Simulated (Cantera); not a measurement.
What does this Cantera script print?

```python
import numpy as np
import cantera as ct

gas = ct.Solution("SiF4_NH3_mec.yaml", "gas")
gas.TPX = 2048, 100000, {'NH3': 1, 'H2': 0.73}
reactor = ct.IdealGasConstPressureReactor(gas, energy="off", clone=False)
net = ct.ReactorNet([reactor])
net.rtol, net.atol = 1e-08, 1e-18
show = ['NH3', 'H2', 'N2H2', 'H', 'N2', 'NH2']
times = np.geomspace(0.0001, 2, 9)

steps = ct.SolutionArray(gas, extra=["t"])
rows = []
print(f"{'t/s':>10s}{'T/K':>9s}{'P/Pa':>11s}" + "".join(f"{s:>11s}" for s in show))
for t in times:
    while net.time < t:
        t_next = net.step()
        steps.append(gas.state, t=t_next)
    rows.append([np.interp(t, steps.t, y) for y in (steps.T, steps.P, *steps(*show).X.T)])
    print(f"{t:10.3e}{rows[-1][0]:9.1f}{rows[-1][1]:11.4g}" + "".join(f"{x:11.3e}" for x in rows[-1][2:]))
rate = np.gradient(steps.T, steps.t)
print("integrator steps:", len(steps.t))
if steps.T.max() > steps.T[0] + 200:
    print(f"time of steepest temperature rise: {steps.t[rate.argmax()]:.4e} s")
gas.TPX = 2048, 100000, {'NH3': 1, 'H2': 0.73}
gas.equilibrate("TP")
print(f"equilibrium (TP): T = {gas.T:.1f} K  " + "  ".join(f"{s} {gas[s].X[0]:.3e}" for s in show))
```

Result:

```
       t/s      T/K       P/Pa        NH3         H2       N2H2          H         N2        NH2
 1.000e-04   2048.0      1e+05  5.755e-01  4.229e-01  3.913e-06  2.514e-04  3.510e-04  1.008e-03
 3.448e-04   2048.0      1e+05  5.680e-01  4.279e-01  4.482e-06  2.715e-04  2.681e-03  1.062e-03
 1.189e-03   2048.0      1e+05  5.433e-01  4.448e-01  4.198e-06  2.861e-04  1.053e-02  1.030e-03
 4.101e-03   2048.0      1e+05  4.686e-01  4.958e-01  3.401e-06  3.339e-04  3.423e-02  9.307e-04
 1.414e-02   2048.0      1e+05  2.966e-01  6.134e-01  1.846e-06  4.778e-04  8.883e-02  6.821e-04
 4.877e-02   2048.0      1e+05  8.507e-02  7.578e-01  3.924e-07  8.704e-04  1.560e-01  2.888e-04
 1.682e-01   2048.0      1e+05  5.682e-03  8.113e-01  1.025e-08  1.804e-03  1.812e-01  3.737e-05
 5.800e-01   2048.0      1e+05  6.265e-04  8.146e-01  1.701e-10  2.028e-03  1.828e-01  4.615e-06
 2.000e+00   2048.0      1e+05  1.473e-04  8.149e-01  1.003e-11  2.034e-03  1.829e-01  1.088e-06
integrator steps: 1255
equilibrium (TP): T = 2048.0 K  NH3 5.833e-06  H2 8.150e-01  N2H2 5.974e-13  H 2.035e-03  N2 1.830e-01  NH2 4.308e-08
```

Computed with Cantera and the gas-phase N/H chemistry of the illustrative SiF4/NH3 mechanism in the Surface Chemkin manual (1991). Walls and surfaces, which speed up NH3 decomposition in real reactors, are not modelled.
